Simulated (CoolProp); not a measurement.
R142b at 246.18 K and 0.0337 MPa is throttled through a valve to 0.0022 MPa with no heat exchange. Each further row changes one setting.

Values from CoolProp's reference Helmholtz-energy equation of state, Lemmon 2006. It is a short technical equation, of lower accuracy than the large ones.

| case | temperature change (K) | final density (kg/m³) |
|---|---|---|
| as stated | -1.8 | 0.109 |
| outlet pressure 0.00066 MPa | -1.8 | 0.0327 |
| outlet pressure 0.00286 MPa | -1.7 | 0.142 |
